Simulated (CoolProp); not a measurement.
The fluid at 293.15 K and 0.0617 MPa is throttled through a valve to 0.00688 MPa with no heat exchange. The same conditions are run with several fluids, on thermodynamics alone (safety and materials aside).

Values from CoolProp's reference Helmholtz-energy equation of state of each fluid (R236FA: Pan 2012; nitrogen: Span 2000; C2F6 (R116): Lemmon 2006; oxygen: Schmidt 1985; methane: Setzmann 1991).

| fluid | temperature change (K) | final density (kg/m³) |
|---|---|---|
| R236FA | -1.3 | 0.432 |
| nitrogen | -0.1 | 0.0791 |
| C2F6 (R116) | -0.5 | 0.390 |
| oxygen | -0.2 | 0.0904 |
| methane | -0.2 | 0.0453 |
